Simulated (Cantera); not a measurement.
Feed: 1 mol B₂O₃, 4.9 mol NH₃, 38 mol H₂, at 977 °C and 0.000430 bar.

Method: chemical equilibrium by Gibbs-energy minimisation in Cantera with the NASA 1993 tables (ideal gas, pure condensed phases). Candidate condensed phases: B, BN, B₂O₃, B₃O₃H₃, H₂O; 39 gas species. Mutual solubility and eutectic melting of coexisting phases are not modelled. The numbers say what is thermodynamically allowed, not how fast it happens.

Base state: H₂ 0.947, N₂ 0.0510, HBO₂ 0.00121, HBO 0.000417, H₂O 0.000231, B₂O₃ 0.000103, H 2.27e-5 (mole fractions); condensed: BN(s) + B₂O₃(l).

Problem. What changes in the equilibrium state with this change: temperature from 977 °C to 677 °C?

Solution. 
| species | before | after |
|---|---|---|
| H₂ | 0.947 | 0.949 |
| N₂ | 0.0510 | 0.0512 |
| H₂O | 0.000231 | 0.000262 |
| HBO₂ | 0.00121 | 6.78e-6 |
| HBO | 0.000417 | 5.88e-8 |
| B₂O₃ | 0.000103 | <1e-9 |
| H | 2.27e-5 | 2.61e-8 |
| BN(s), mol | 0.0198 | 0.00846 |
| B₂O₃(l), mol | 0.946 | 0.996 |

Problem. What changes in the equilibrium state with this change: temperature from 977 °C to 1600 °C?

Solution. 
```tsv
species	before	after
H₂	0.947	0.883
N₂	0.0510	0.0493
H	2.27e-5	0.0292
HBO₂	0.00121	0.0127
HBO	0.000417	0.0118
BO₂	<1e-9	3.95e-5
BO	3.96e-7	0.00644
B₂O₂	3.11e-6	0.000527
B₂O₃	0.000103	0.00412
BN(s), mol	0.0198	0
B₂O₃(l), mol	0.946	0
```
